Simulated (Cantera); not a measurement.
## Carbothermic reduction: CuO + C + CO

Feed: 1 mol CuO, 2.3 mol C, 1.2 mol CO, held at 29.0 mbar.

Cantera equilibrium calculation (NASA polynomials, part measured and part estimated; ideal gas, pure solids and liquids). Candidate condensed phases: C, Cu, CuO, Cu2O; 15 gas species. The numbers say what is thermodynamically allowed, not how fast it happens.

| T (K) | log p CO | log p Cu | log p Cu2 | log p CO2 | log p C3 | log p C | log p C2O | log p C2 | n C(graphite) | n Cu(l) |
|---|---|---|---|---|---|---|---|---|---|---|
| 1650 | -1.54 | -4.09 | -7.12 | -6.78 | <-13 | <-13 | -12.49 | <-13 | 1.30 | 0.994 |
| 1750 | -1.54 | -3.52 | -6.34 | -7.08 | <-13 | -13.19 | -11.76 | <-13 | 1.30 | 0.977 |
| 1850 | -1.55 | -3.02 | -5.65 | -7.36 | -12.30 | -12.03 | -11.11 | -13.38 | 1.30 | 0.925 |
| 1950 | -1.58 | -2.57 | -5.03 | -7.65 | -11.11 | -11.00 | -10.56 | -12.18 | 1.30 | 0.775 |
| 2050 | -1.65 | -2.17 | -4.48 | -8.00 | -10.04 | -10.06 | -10.10 | -11.11 | 1.30 | 0.322 |
| 2150 | -1.70 | -2.05 | -4.47 | -8.28 | -9.07 | -9.21 | -9.67 | -10.13 | 1.30 | 0 |
| 2250 | -1.70 | -2.04 | -4.68 | -8.45 | -8.19 | -8.44 | -9.23 | -9.24 | 1.30 | 0 |
log p: log10 of the partial pressure in bar; n: condensed amount in mol.

From 1650 K to 2050 K the condensed part is C(graphite) + Cu(l). From 2150 K to 2250 K the condensed part is C(graphite). The main Cu-bearing gas is Cu throughout.
